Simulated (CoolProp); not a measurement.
Dimethyl carbonate at several states: density (kg/m³) from the reference equation and from simpler models built on Tc = 557.0 K, pc = 4.909 MPa, ω = 0.346; each cubic takes its own stable root.

Model: reference Helmholtz-energy equation of state, Zhou 2011, in CoolProp.

```tsv
T (K)	p (MPa)	phase	reference	Redlich-Kwong	Soave-Redlich-Kwong	Peng-Robinson
378.5	7.55	liquid	964.0	829.4	866.1	976.8
549.5	0.438	gas	8.928	8.924	8.926	8.958
466	0.0419	gas	0.9792	0.9789	0.9793	0.9797
309.6	0.141	liquid	1048	895.8	930.0	1047
552.3	11.2	liquid	673.7	576.6	579.3	645.4
293.1	20.5	liquid	1087	938.8	962.5	1080
```
